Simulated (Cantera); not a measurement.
Feed: 1 mol B₂O₃, 1.3 mol HCl, 1.2 mol O₂, at 1425 K and 0.450 bar.

Method: chemical equilibrium by Gibbs-energy minimisation in Cantera with the NASA 1993 tables (ideal gas, pure condensed phases). Candidate condensed phases: B, B₂O₃, B₃O₃H₃, H₂O; 33 gas species. The tables' values for BOCl are old estimates; treat these amounts as uncertain. Gases not in the tables: H₃BO₃. Kinetics and transport are ignored.

Base state: O₂ 0.460, HCl 0.412, H₂O 0.0576, Cl₂ 0.0538, Cl 0.0119, HBO₂ 0.00430, ClO 0.000147, HOCl 5.54e-5 (mole fractions); condensed: B₂O₃(l).

What changes in the equilibrium state with this change: pressure from 0.450 bar to 0.000950 bar?


```
species        before     after
------------  -------  --------
O₂              0.460     0.430
HCl             0.412     0.394
Cl             0.0119    0.0863
HBO₂          0.00430    0.0566
Cl₂            0.0538   0.00599
H₂O            0.0576    0.0210
B₂O₃          9.54e-6   0.00452
BO₂           4.12e-6  0.000411
(HBO₂)₃       5.24e-5   5.32e-7
BOCl          1.49e-5  0.000513
B₂O₃(l), mol    0.995     0.912
```

What changes in the equilibrium state with this change: temperature from 1425 K to 1823 K?


```json
[
 {"species": "O₂", "before": "0.460", "after": "0.421"},
 {"species": "HCl", "before": "0.412", "after": "0.361"},
 {"species": "Cl", "before": "0.0119", "after": "0.0805"},
 {"species": "HBO₂", "before": "0.00430", "after": "0.0659"},
 {"species": "B₂O₃", "before": "9.54e-6", "after": "0.0104"},
 {"species": "Cl₂", "before": "0.0538", "after": "0.0236"},
 {"species": "H₂O", "before": "0.0576", "after": "0.0320"},
 {"species": "BO₂", "before": "4.12e-6", "after": "0.00163"},
 {"species": "BOCl", "before": "1.49e-5", "after": "0.00218"},
 {"species": "O", "before": "1.40e-6", "after": "0.000146"},
 {"species": "OH", "before": "4.44e-5", "after": "0.000650"},
 {"species": "(HBO₂)₃", "before": "5.24e-5", "after": "8.90e-6"},
 {"species": "B₂O₃(l), mol", "before": "0.995", "after": "0.880"}
]
```

What changes in the equilibrium state with this change: pressure from 0.450 bar to 0.0100 bar?


```tsv
species	before	after
O₂	0.460	0.454
HCl	0.412	0.433
Cl	0.0119	0.0451
Cl₂	0.0538	0.0172
H₂O	0.0576	0.0295
HBO₂	0.00430	0.0206
B₂O₃	9.54e-6	0.000429
(HBO₂)₃	5.24e-5	2.86e-6
BO₂	4.12e-6	7.13e-5
B₂O₃(l), mol	0.995	0.972
```
